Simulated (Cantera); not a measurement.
Cantera run:

```python
import numpy as np
import cantera as ct

gas_names = """
    CL CL2 H HCL H2 N NH NH2 NH3 N2 N2H2 N2H4 Si SiCL SiCL2 SiCL3 SiCL4 SiH SiHCL3 SiH2 SiH2CL2 SiH3
    SiH3CL SiH4 SiN Si2 Si2N Si3
""".split()
cond_names = """
    NH4CL(a) NH4CL(b) Si(cr) Si(L) Si3N4(a)
""".split()


# ... load() reads the species with a 1 bar reference pressure and builds the phases ...
atoms = {
    'Si': {'Si': 1},
    'HCl': {'H': 1, 'CL': 1},
    'N2': {'N': 2},
}
top_T = {'Si3N4(a)': 2400}  # K; cautious upper limits of use, not melting points


# ... equilibrate(T, P, feed) seeds the gas with the atoms and calls Mixture.equilibrate('TP', solver="vcs", rtol=1e-11, max_steps=5000) ...
results = []
feed = {'Si': 1, 'HCl': 3.2, 'N2': 4.4}  # mol
T = 1098  # K
P = 10000  # Pa
mix = equilibrate(T, P, feed)
results.append((T, P, feed, dict(zip(mix.species_names, mix.species_moles))))
x = sorted(zip(gas.X, gas.species_names), reverse=True)
print(f"T = {T:g} K  P = {P:g} Pa  gas = {mix.phase_moles(0):.4g} mol")
print("   x: " + "  ".join(f"{s} {v:.3e}" for v, s in x if v > 0.001))
print("   condensed (mol): " + ("  ".join(f"{mix.phase(i).name} {mix.phase_moles(i):.4g}"
      for i in range(1, mix.n_phases) if mix.phase_moles(i) > 1e-12) or "none"))
```

Result:

```
T = 1098 K  P = 10000 Pa  gas = 6.812 mol
   x: N2 5.837e-01  HCL 2.561e-01  H2 1.067e-01  SiCL4 5.304e-02
   condensed (mol): Si3N4(a) 0.2118
```

Cantera equilibrium calculation (NASA polynomials, part measured and part estimated; ideal gas, pure solids and liquids). N2 is the only nitrogen source here; it is nearly inert below about 1500 K, so the nitride shown seldom forms there in practice. The tables' values for SiCl3 are old estimates; treat these amounts as uncertain.
